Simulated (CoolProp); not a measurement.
Saturation properties of methane (Tc = -82.6 °C, pc = 4599 kPa, ω = 0.011).

Computed with CoolProp (reference Helmholtz-energy equation of state, Setzmann 1991).

```csv
T (°C),p (kPa),liquid density (kg/m³),vapour density (kg/m³),liquid cp (kJ/(kg K)),surface tension (mN/m)
-149.95,238.6,404.9,4.000,3.580,10.7
-146.35,301.6,399.2,4.974,3.619,10.0
-142.85,374.0,393.5,6.082,3.662,9.35
-139.25,461.0,387.5,7.409,3.712,8.68
-135.75,559.1,381.5,8.900,3.767,8.03
-132.15,675.0,375.1,10.67,3.832,7.38
-128.55,807.4,368.4,12.70,3.908,6.73
-125.05,953.3,361.7,14.97,3.994,6.12
-121.45,1122,354.4,17.63,4.099,5.49
-117.95,1306,347.1,20.60,4.222,4.89
```

It boils at -161.5 °C under 1 atm.

Surface tension comes from a separate correlation (Mulero 2012).
